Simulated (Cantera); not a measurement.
Thermodynamics of titanium nitride, carbide and oxide coatings, feed TiCl₄ + CH₄ + H₂

Feed: 1 mol TiCl₄, 2.7 mol CH₄, 1.4 mol H₂, at 0.240 Torr.

Cantera equilibrium calculation (NASA polynomials, part measured and part estimated; ideal gas, pure solids and liquids). Candidate condensed phases: C, C₆H₆, C₇H₈, C₈H₁₈, Ti, TiC, TiCl₂, TiCl₃, TiCl₄; 96 gas species. The tables' values for TiCl₂ are old estimates; treat these amounts as uncertain. TiC: taken at fixed stoichiometry. Equilibrium is a limit: real reactors are often held back by kinetics, nucleation or transport.

```tsv
T (°C)	x H₂	x HCl	x H	x Cl	x TiCl₂	x C₂H₂ (acetylene)	n C(graphite)	n TiC(s)
1502	0.539	0.440	0.0119	0.00746	0.000387	7.68e-5	1.71	0.992
1552	0.535	0.435	0.0180	0.0112	0.000483	0.000115	1.71	0.992
1602	0.530	0.426	0.0267	0.0163	0.000590	0.000168	1.71	0.991
1652	0.522	0.415	0.0386	0.0231	0.000704	0.000239	1.71	0.990
1702	0.511	0.400	0.0547	0.0320	0.000819	0.000332	1.70	0.990
1752	0.498	0.382	0.0759	0.0432	0.000928	0.000450	1.70	0.989
1802	0.479	0.359	0.103	0.0569	0.00102	0.000595	1.70	0.987
1852	0.457	0.331	0.137	0.0730	0.00109	0.000765	1.70	0.986
1902	0.428	0.299	0.179	0.0910	0.00112	0.000956	1.70	0.983
```
x: gas mole fraction; n: condensed amount in mol.

From 1502 °C to 1902 °C the condensed part is C(graphite) + TiC(s).
